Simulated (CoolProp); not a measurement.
CH3F (R41) at 298.15 K and 5.47 MPa is throttled through a valve to 1.87 MPa with no heat exchange. Each further row changes one setting.

Computed with CoolProp (reference Helmholtz-energy equation of state, Lemmon 2006). It is a short technical equation, of lower accuracy than the large ones.

```tsv
case	temperature change (K)	final phase	final density (kg/m³)
as stated	(withheld)	two-phase, vapour fraction 0.218	(withheld)
outlet pressure 0.561 MPa	-65.6	(withheld)	29.0
outlet pressure 2.43 MPa	-18.4	two-phase, vapour fraction 0.157	233
```

Task: Complete the blanks.

Result: 
- as stated, temperature change (K): -28.2
- as stated, final density (kg/m³): 148
- outlet pressure 0.561 MPa, final phase: two-phase, vapour fraction 0.379
